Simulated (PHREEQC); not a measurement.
# Reverse-osmosis permeate

Model water analysis in mg/L, 25 °C, pH 6.7, pe 8.8:

| constituent | mg/L |
|---|---|
| Na | 2.5 |
| K | 2.42 |
| Ca | 0.761 |
| Mg | 0.169 |
| Cl | 2.5 |
| S(6) as SO4 | 1.37 |
| Alkalinity as HCO3 | 2.98 |
| Ni | 0.011 |
| B | 0.0399 |
| Pb | 0.00726 |
| Ba | 0.0735 |
| Br | 0.16 |
| Li | 0.000233 |

Valence states are taken as typed.

All values are PHREEQC results (ion-association model, wateq4f.dat), not measurements.

This is a speciation only: nothing precipitates in the calculation.

### Question
What charge-balance error does the model give?

### Answer
charge-balance error 19.8 %.

### Question
In which forms is Ni present?

### Answer
Ni+2 92 %, NiCO3 7.2 %, NiHCO3+ 0.6 % of the Ni.
